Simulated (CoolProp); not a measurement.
Computed with CoolProp (reference Helmholtz-energy equation of state, Zhou 2011).

### Question
For dimethyl carbonate, give the phase and the Z, speed of sound (m/s), Joule-Thomson coefficient (K/MPa), fugacity coefficient at 14.15 °C and 11300 kPa.

### Answer
- 14.15 °C and 11300 kPa: liquid; Z 0.392, speed of sound 1290, Joule-Thomson coefficient -0.340, fugacity coefficient 0.000531
